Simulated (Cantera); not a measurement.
Feed: 1 mol Cu2O, 18 mol CO, 9.1 mol H2, held at 0.700 bar.

Method: chemical equilibrium by Gibbs-energy minimisation in Cantera with the NASA 1993 tables (ideal gas, pure condensed phases). Candidate condensed phases: C, C6H6, C7H8, C8H18, Cu, CuO, Cu(OH)2, Cu2O, H2O; 113 gas species. Rates play no part.

x: gas mole fraction; n: condensed amount in mol.

```json
[
 {"T (°C)": "800", "x CO": "0.622", "x H2": "0.319", "x CO2": "0.0381", "x H2O": "0.0180", "x Cu": "3.40e-10", "n C(graphite)": "0.403", "n Cu(s)": "2.00", "n Cu(l)": "0"},
 {"T (°C)": "950", "x CO": "0.643", "x H2": "0.320", "x CO2": "(withheld)", "x H2O": "(withheld)", "x Cu": "(withheld)", "n C(graphite)": "0", "n Cu(s)": "2.00", "n Cu(l)": "0"},
 {"T (°C)": "1100", "x CO": "0.646", "x H2": "0.317", "x CO2": "0.0184", "x H2O": "0.0186", "x Cu": "1.13e-6", "n C(graphite)": "0", "n Cu(s)": "0", "n Cu(l)": "2.00"},
 {"T (°C)": "1250", "x CO": "0.648", "x H2": "0.315", "x CO2": "0.0160", "x H2O": "0.0209", "x Cu": "1.72e-5", "n C(graphite)": "0", "n Cu(s)": "0", "n Cu(l)": "2.00"},
 {"T (°C)": "1400", "x CO": "0.650", "x H2": "0.313", "x CO2": "(withheld)", "x H2O": "0.0227", "x Cu": "(withheld)", "n C(graphite)": "0", "n Cu(s)": "0", "n Cu(l)": "2.00"},
 {"T (°C)": "1550", "x CO": "0.651", "x H2": "0.311", "x CO2": "0.0128", "x H2O": "0.0240", "x Cu": "0.00101", "n C(graphite)": "0", "n Cu(s)": "0", "n Cu(l)": "1.97"},
 {"T (°C)": "1700", "x CO": "0.649", "x H2": "0.309", "x CO2": "0.0117", "x H2O": "0.0250", "x Cu": "0.00477", "n C(graphite)": "0", "n Cu(s)": "0", "n Cu(l)": "1.87"}
]
```

Task: Some entries are withheld; supply them.

Result: 
- 950, x CO2: 0.0215
- 950, x H2O: 0.0156
- 950, x Cu: 3.28e-8
- 1400, x CO2: 0.0142
- 1400, x Cu: 0.000159
